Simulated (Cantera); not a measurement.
A closed system holds: 1 mol SiCl4, a varied amount of NO, 180 mol N2, equilibrated at 1223 K and 0.133 bar.

Equilibrium computed with Cantera from the NASA thermochemical tables; the gas is ideal and each condensed phase is pure. Candidate condensed phases: Si, SiO2, Si2N2O, Si3N4; 23 gas species. The tables hold silica as quartz up to 1696 K and as liquid above; real silica turns to tridymite and cristobalite and melts near 1996 K. The numbers say what is thermodynamically allowed, not how fast it happens.

x: gas mole fraction; n: condensed amount in mol.

| n(NO) (mol) | x N2 | x O2 | x Cl2 | x Cl | x SiCl4 | n SiO2(β-quartz) |
|---|---|---|---|---|---|---|
| 1.6 | 0.989 | 4.94e-10 | 0.00802 | 0.00147 | ___ | 0.800 |
| 3.8 | 0.983 | 0.00485 | 0.00999 | 0.00164 | ___ | 1.00 |
| 6 | 0.978 | 0.0107 | 0.00987 | 0.00163 | ___ | 1.00 |
| 8.2 | 0.972 | 0.0163 | 0.00975 | 0.00162 | ___ | 1.00 |
| 10 | 0.968 | 0.0209 | 0.00966 | 0.00161 | ___ | 1.00 |
| 13 | 0.961 | 0.0283 | 0.00950 | 0.00160 | ___ | 1.00 |
| 15 | 0.956 | 0.0331 | 0.00940 | 0.00159 | ___ | 1.00 |
| 17 | 0.951 | 0.0378 | 0.00930 | 0.00158 | ___ | 1.00 |
| 19 | 0.947 | 0.0424 | 0.00920 | 0.00157 | ___ | 1.00 |
| 22 | 0.940 | 0.0492 | 0.00906 | 0.00156 | ___ | 1.00 |
| 24 | 0.936 | 0.0536 | 0.00897 | 0.00155 | ___ | 1.00 |
| 26 | 0.932 | 0.0579 | 0.00888 | 0.00154 | ___ | 1.00 |

Question: Fill in the missing entries.

Answer: 
- 1.6, x SiCl4: 0.00109
- 3.8, x SiCl4: 1.73e-10
- 6, x SiCl4: 7.69e-11
- 8.2, x SiCl4: 4.90e-11
- 10, x SiCl4: 3.75e-11
- 13, x SiCl4: 2.68e-11
- 15, x SiCl4: 2.25e-11
- 17, x SiCl4: 1.92e-11
- 19, x SiCl4: 1.68e-11
- 22, x SiCl4: 1.40e-11
- 24, x SiCl4: 1.26e-11
- 26, x SiCl4: 1.15e-11
